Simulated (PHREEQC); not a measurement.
Solution (94 °C): 0.23 mol ZnSO4, 0.0025 mol NaCl and 0.00041 mol H2SO4 per kg of water. Closed to the air; pH follows from the charge balance.

Computed with PHREEQC (ion-association model, phreeqc.dat).

No solid was allowed to form.

### Question
Predict the pH.

### Answer
pH 4.19.

### Question
In which forms is S present?

### Answer
ZnSO4 39 %, SO4-2 34 %, Zn(SO4)2-2 27 % of the S.

Away from 25 °C the constants follow the database's enthalpies or fits; those with neither stay at their 25 °C values.
